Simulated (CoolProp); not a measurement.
The numbers come from the reference Helmholtz-energy equation of state, Thol 2021 in CoolProp.

Problem. For chlorine, give the phase and the speed of sound (m/s) at 291.9 K and 162 kPa; 219.8 K and 20000 kPa; 209.9 K and 40.8 kPa.

Solution. 
- 291.9 K and 162 kPa: gas; speed of sound 210
- 219.8 K and 20000 kPa: liquid; speed of sound 1200
- 209.9 K and 40.8 kPa: liquid; speed of sound 1180
